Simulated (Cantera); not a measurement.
A perfectly stirred reactor is fed with 41.7 % CH4, 58.3 % H2, at 33.0 Pa; it is held at 1950 K, and followed from long to short residence time.

Cantera simulation using GRI-Mech 3.0 (53 species, 325 reactions); the numbers are that mechanism's predictions, not measurements. GRI-Mech 3.0 stops at C3 and has no aromatics, soot or wall deposition, so with more carbon than oxygen in the feed, carbon stays in small species such as C2H2 where larger ones or solid carbon would form. Radical loss at walls, strong at low pressure, is not modelled.

x: mole fraction; the columns are a selection and need not sum to one.

```tsv
τ (s)	x CH4	x H2	x H	x C2H4	x CH2	x C2H6
2.7	0.0657	0.803	0.00371	0.000860	1.73e-5	(withheld)
1.2	0.104	0.778	0.00325	0.00184	1.96e-5	(withheld)
0.56	0.154	0.744	0.00281	0.00350	2.14e-5	(withheld)
0.25	0.226	0.696	0.00224	0.00595	2.17e-5	5.33e-5
0.11	0.320	0.636	0.00146	0.00691	1.70e-5	5.73e-5
0.051	0.390	0.594	0.000709	0.00294	7.35e-6	(withheld)
0.023	0.410	0.585	0.000302	0.000434	1.85e-6	(withheld)
0.010	0.414	0.584	0.000133	4.13e-5	3.83e-7	(withheld)
0.0047	0.416	0.583	6.74e-5	4.32e-6	8.50e-8	(withheld)
0.0021	0.416	0.583	3.52e-5	3.47e-7	1.57e-8	(withheld)
```

**Question.** What belongs in the gaps?

**Answer.** 
- 2.7, x C2H6: 8.65e-6
- 1.2, x C2H6: 1.83e-5
- 0.56, x C2H6: 3.34e-5
- 0.051, x C2H6: 2.57e-5
- 0.023, x C2H6: 5.62e-6
- 0.010, x C2H6: 9.76e-7
- 0.0047, x C2H6: 1.77e-7
- 0.0021, x C2H6: 2.33e-8
